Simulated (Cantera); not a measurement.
Input (Python, Cantera):

```python
import numpy as np
import cantera as ct

gas = ct.Solution("gri30.yaml")
gas.TPX = 500, 101325, {'CH4': 1, 'C2H6': 0.074, 'O2': 2.86, 'N2': 10.9, 'H2O': 3.6}
flame = ct.FreeFlame(gas, width=0.04)
flame.set_refine_criteria(ratio=3, slope=0.08, curve=0.16)
flame.transport_model = "mixture-averaged"
flame.solve(loglevel=0, auto=True)
z, T = flame.grid, flame.T
thick = (T[-1] - T[0]) / np.gradient(T, z).max()
show = ['CH4', 'C2H6', 'O2', 'HCO', 'NO', 'H2']
print(f"laminar burning velocity  {flame.velocity[0] * 100:.3f} cm/s")
print(f"burnt temperature         {T[-1]:.1f} K")
print(f"thermal thickness         {thick * 1e3:.4f} mm")
print(f"grid points               {len(z)}")
z0 = z[flame.heat_release_rate.argmax()]
print(f"{'z/mm':>9s}{'T/K':>9s}{'u/(m/s)':>9s}" + "".join(f"{s:>11s}" for s in show))
rows = []
for k in (-3, -2, -1.5, -1, -0.5, -0.25, 0, 0.25, 0.5, 1, 2, 4, 8):
    zz = z0 + k * thick
    rows.append([k * thick, np.interp(zz, z, T), np.interp(zz, z, flame.velocity),
                 *(np.interp(zz, z, flame.X[gas.species_index(s)]) for s in show)])
    print(f"{rows[-1][0] * 1e3:9.3f}{rows[-1][1]:9.1f}{rows[-1][2]:9.3f}" + "".join(f"{x:11.3e}" for x in rows[-1][3:]))
```

Output:

```
laminar burning velocity  26.522 cm/s
burnt temperature         1796.6 K
thermal thickness         0.8839 mm
grid points               135
     z/mm      T/K  u/(m/s)        CH4       C2H6         O2        HCO         NO         H2
   -2.652    501.0    0.266  5.415e-02  4.011e-03  1.550e-01  5.448e-19  6.448e-11  6.598e-04
   -1.768    506.6    0.269  5.377e-02  4.003e-03  1.545e-01  2.270e-16  5.066e-10  1.447e-03
   -1.326    525.0    0.279  5.275e-02  3.976e-03  1.530e-01  1.815e-14  2.350e-09  2.279e-03
   -0.884    610.6    0.326  4.844e-02  3.798e-03  1.463e-01  9.171e-12  1.872e-08  3.639e-03
   -0.442    933.4    0.502  3.260e-02  2.625e-03  1.182e-01  3.579e-08  2.725e-07  5.513e-03
   -0.221   1227.3    0.662  1.754e-02  1.206e-03  8.920e-02  1.170e-06  7.216e-07  6.445e-03
    0.000   1517.9    0.818  3.193e-03  6.308e-05  5.662e-02  5.927e-06  1.316e-06  6.191e-03
    0.221   1640.7    0.880  8.633e-05  3.564e-08  4.153e-02  6.742e-07  1.924e-06  4.237e-03
    0.442   1692.2    0.905  1.339e-06  9.505e-12  3.736e-02  1.411e-08  2.256e-06  3.206e-03
    0.884   1742.5    0.929  8.967e-10  2.145e-17  3.461e-02  4.196e-10  2.567e-06  1.978e-03
    1.768   1775.8    0.945  4.136e-14  3.271e-23  3.319e-02  3.931e-11  2.803e-06  8.526e-04
    3.536   1791.0    0.953  6.151e-17 -8.923e-28  3.273e-02  2.467e-12  2.948e-06  2.849e-04
    7.071   1795.7    0.955  1.631e-17 -2.570e-28  3.267e-02  2.758e-13  3.042e-06  1.193e-04
```

Detailed kinetics in Cantera: GRI-Mech 3.0 (53 species, 325 reactions). Burning velocities carry a grid error of a few per cent, more on coarse grids.
